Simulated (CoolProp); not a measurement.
Saturation properties of diethyl ether.

Computed with CoolProp (reference Helmholtz-energy equation of state, Thol 2014).

| T (°C) | p (kPa) | vapour density (kg/m³) | enthalpy of vaporisation (kJ/kg) | liquid cp (kJ/(kg K)) | surface tension (mN/m) |
|---|---|---|---|---|---|
| 47.45 | 157.3 | 4.663 | 346.5 | 2.417 | 13.9 |
| 53.55 | 190.7 | 5.597 | 340.8 | 2.441 | 13.2 |
| 59.55 | 228.6 | 6.653 | 335.0 | 2.466 | 12.5 |
| 65.65 | 272.9 | 7.881 | 329.0 | 2.492 | 11.8 |
| 71.65 | 322.4 | 9.257 | 322.9 | 2.519 | 11.1 |
| 77.65 | 378.6 | 10.82 | 316.6 | 2.547 | 10.4 |
| 83.75 | 442.9 | 12.61 | 309.9 | 2.577 | 9.75 |
| 89.75 | 513.8 | 14.60 | 303.2 | 2.608 | 9.09 |
| 95.85 | 594.3 | 16.88 | 296.0 | 2.641 | 8.43 |
| 101.85 | 682.4 | 19.41 | 288.7 | 2.676 | 7.78 |
| 107.95 | 781.5 | 22.30 | 280.9 | 2.714 | 7.14 |

It boils at 34.5 °C under 1 atm.

Surface tension comes from a separate correlation (Mulero 2014).
